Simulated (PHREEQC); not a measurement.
Solution (50 °C): 3.7 mol NaCl, 0.015 mol NaHCO3 and 4.2 mol MgCl2 per kg of water. Closed to the air; pH follows from the charge balance.

Model: Pitzer model, pitzer.dat, run in PHREEQC.

```
quantity                         before     after
-----------------------------  --------  --------
MgOH+ (mol/kgw)                0.000555  0.000765
SI of Bischofite (MgCl2:6H2O)     -0.60     -0.37
SI of Halite (NaCl)               +1.25     +1.67
```

Question: Name the change that produced these shifts.
A. NaCl from 3.7 to 5.55 mol/kgw
B. diluted 100-fold with water
C. NaHCO3 left out

Answer: A, NaCl from 3.7 to 5.55 mol/kgw

This is a speciation only: nothing precipitates in the calculation. Some of these states are supersaturated (in Halite, Magnesite (slow to form), for instance). In brines, pH and single-ion activities rest on the MacInnes convention. Constants without temperature data keep their 25 °C values here.
